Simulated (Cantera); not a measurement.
Feed: 1 mol SiCl₄, 2.1 mol Cl₂, 7.2 mol H₂, at 1298.15 K and 0.100 bar.

These are equilibrium values from Cantera (NASA tables, ideal gas, pure condensed phases), not measurements of a reactor. Candidate condensed phases: Si; 19 gas species. The tables' values for SiCl₃ are old estimates; treat these amounts as uncertain. Rates play no part.

Base state: H₂ 0.482, HCl 0.422, SiCl₄ 0.0828, SiCl₃ 0.00640, SiHCl₃ 0.00427, SiCl₂ 0.00295, SiH₂Cl₂ 3.10e-5 (mole fractions); condensed: gas only.

Task: What changes in the equilibrium state with this change: pressure from 0.100 bar to 0.580 bar?

Result: 
```csv
species,before,after
H₂,0.482,0.487
HCl,0.422,0.416
SiCl₄,0.0828,0.0887
SiCl₂,0.00295,0.000568
SiCl₃,0.00640,0.00290
SiH₂Cl₂,3.10e-5,3.50e-5
SiHCl₃,0.00427,0.00470
```
